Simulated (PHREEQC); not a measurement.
Dissolve 0.036 mol NaBF4 and 0.00022 mol NaHCO3 per kg of water at 25 °C. Closed to the air; pH follows from the charge balance.

All values are PHREEQC results (ion-association model, wateq4f.dat), not measurements.

| quantity | before | after |
|---|---|---|
| pH | 2.85 | 2.91 |
| HF (mol/kgw) | 0.00519 | 0.00426 |
| F- (mol/kgw) | 0.00301 | 0.00268 |
| HF2- (mol/kgw) | 6.05e-5 | 4.39e-5 |
| SI of Nahcolite (NaHCO3) | -8.12 | -8.65 |
| SI of Natron (Na2CO3:10H2O) | -16.36 | -17.11 |

### Question
What was changed between the two runs?
A) temperature from 25 to 45 °C
B) NaBF4 replaced by KF at the same molality
C) 0.06 mol/kgw H3PO4 added
D) diluted 2-fold with water

### Answer
D, diluted 2-fold with water

This is a speciation only: nothing precipitates in the calculation. Real BF4- forms and hydrolyses slowly; the run takes it at equilibrium.
